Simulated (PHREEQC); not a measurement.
Synthetic water in mg/kgw, 25 °C, pH 6.72, pe 12.3: Na 1.77; K 0.98; Ca 10.6; Mg 3.63; Cl 14; S(6) as SO4 5.06; Alkalinity as HCO3 28.7; Br 0.776; Sr 2.52; Pb 3.22.

Valence states are taken as typed.

Model: ion-association model, phreeqc.dat, run in PHREEQC.

Each row changes one thing in this solution. This is a speciation only: nothing precipitates in the calculation.

| case | CO2 (mol/kgw) | PbCO3 (mol/kgw) | Pb+2 (mol/kgw) | PbHCO3+ (mol/kgw) | CaHCO3+ (mol/kgw) | MgSO4 (mol/kgw) | SI of Pb(OH)2 (Pb(OH)2) | SI of Cerussite (PbCO3) |
|---|---|---|---|---|---|---|---|---|
| as made | 0.000185 | 8.10e-6 | 5.22e-6 | 1.57e-6 | 1.27e-6 | 1.22e-6 | -0.07 | +0.80 |
| pH from 6.72 to 5.72 at the same alkalinity | 0.00190 | 1.64e-6 | 1.03e-5 | 3.19e-6 | 1.30e-6 | 1.22e-6 | -1.77 | +0.11 |
| Mg from 3.63 to 1.81 mg/kgw | 0.000185 | 8.14e-6 | 5.18e-6 | 1.57e-6 | 1.28e-6 | 6.25e-7 | -0.07 | +0.80 |
| temperature from 25 to 40 °C at the same typed pH | 0.000162 | 9.01e-6 | 4.58e-6 | 1.37e-6 | 1.48e-6 | 1.72e-6 | +0.37 | +0.67 |

Complexes and solids missing from the database can't appear. Some of these states are supersaturated (in Cerussite, Pb(OH)2, for instance). At this temperature some constants are extrapolated from 25 °C, and those without enthalpy data are left unchanged.
